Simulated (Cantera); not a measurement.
A perfectly stirred reactor is fed with CH4 : N2 = 0.13 : 89 (molar parts), at 0.0132 atm; it is held at 1823 K, and followed from long to short residence time.

Computed with Cantera and GRI-Mech 3.0 (53 species, 325 reactions). GRI-Mech 3.0 stops at C3 and has no aromatics, soot or wall deposition, so with more carbon than oxygen in the feed, carbon stays in small species such as C2H2 where larger ones or solid carbon would form. Radical loss at walls, strong at low pressure, is not modelled.

One state of this run: x CH4 = 0.000892; x C2H6 = 2.43e-8; x HCN = 2.68e-6; x H2 = 0.000701; x H = 1.01e-5. x: mole fraction; the columns are a selection and need not sum to one.

**Question.** Which value of τ (s) does it belong to?
A) 0.17
B) 0.064
C) 0.023
D) 0.0085

**Answer.** A, 0.17
